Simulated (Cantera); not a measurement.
# Transport properties of process gases

Gas mixture: N2O : O2 = 0.2 : 0.26 (molar parts), at 0.0133 bar, frozen composition.

Cantera's kinetic-theory transport with the Lennard-Jones parameters of GRI-Mech 3.0, ideal gas; thermal conductivity in the multicomponent form. The composition is frozen, though it would react at the higher temperatures.

```json
[
 {"T (K)": "400", "ρ (kg/m³)": "0.0149", "cp (J/kg/K)": "956.2", "μ (µPa s)": "22.4", "λ (mW/m/K)": "29.6", "Pr": "0.725", "D (cm²/s) CH3": "25.5", "D (cm²/s) C2H2": "18.6", "D (cm²/s) OH": "35.9"},
 {"T (K)": "550", "ρ (kg/m³)": "0.0109", "cp (J/kg/K)": "1031", "μ (µPa s)": "28.7", "λ (mW/m/K)": "40.7", "Pr": "0.728", "D (cm²/s) CH3": "44.8", "D (cm²/s) C2H2": "33.0", "D (cm²/s) OH": "62.1"},
 {"T (K)": "700", "ρ (kg/m³)": "0.00853", "cp (J/kg/K)": "1092", "μ (µPa s)": "34.3", "λ (mW/m/K)": "51.4", "Pr": "0.729", "D (cm²/s) CH3": "67.9", "D (cm²/s) C2H2": "50.3", "D (cm²/s) OH": "93.6"},
 {"T (K)": "850", "ρ (kg/m³)": "0.00702", "cp (J/kg/K)": "1139", "μ (µPa s)": "39.3", "λ (mW/m/K)": "61.4", "Pr": "0.729", "D (cm²/s) CH3": "94.6", "D (cm²/s) C2H2": "70.3", "D (cm²/s) OH": "130"},
 {"T (K)": "1000", "ρ (kg/m³)": "0.00597", "cp (J/kg/K)": "1175", "μ (µPa s)": "44.0", "λ (mW/m/K)": "70.9", "Pr": "0.729", "D (cm²/s) CH3": "125", "D (cm²/s) C2H2": "92.8", "D (cm²/s) OH": "171"},
 {"T (K)": "1150", "ρ (kg/m³)": "0.00519", "cp (J/kg/K)": "1199", "μ (µPa s)": "48.3", "λ (mW/m/K)": "79.6", "Pr": "0.729", "D (cm²/s) CH3": "158", "D (cm²/s) C2H2": "118", "D (cm²/s) OH": "215"},
 {"T (K)": "1300", "ρ (kg/m³)": "0.00459", "cp (J/kg/K)": "1221", "μ (µPa s)": "52.5", "λ (mW/m/K)": "87.9", "Pr": "0.728", "D (cm²/s) CH3": "194", "D (cm²/s) C2H2": "145", "D (cm²/s) OH": "264"},
 {"T (K)": "1450", "ρ (kg/m³)": "0.00412", "cp (J/kg/K)": "1239", "μ (µPa s)": "56.4", "λ (mW/m/K)": "96.0", "Pr": "0.728", "D (cm²/s) CH3": "232", "D (cm²/s) C2H2": "174", "D (cm²/s) OH": "317"},
 {"T (K)": "1600", "ρ (kg/m³)": "0.00373", "cp (J/kg/K)": "1255", "μ (µPa s)": "60.2", "λ (mW/m/K)": "104", "Pr": "0.728", "D (cm²/s) CH3": "274", "D (cm²/s) C2H2": "205", "D (cm²/s) OH": "373"}
]
```
D: mixture-averaged diffusion coefficient of that species in the mixture.
